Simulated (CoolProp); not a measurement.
Benzene at 298.15 K and 3.46 MPa is throttled through a valve to 0.376 MPa with no heat exchange. Each further row changes one setting.

The numbers come from the reference Helmholtz-energy equation of state, Thol 2012 in CoolProp.

```json
[
 {"case": "as stated", "temperature change (K)": "+1.3", "final density (kg/m³)": "872"},
 {"case": "outlet pressure 0.113 MPa", "temperature change (K)": "+1.4", "final density (kg/m³)": "872"},
 {"case": "outlet pressure 0.489 MPa", "temperature change (K)": "+1.3", "final density (kg/m³)": "873"}
]
```
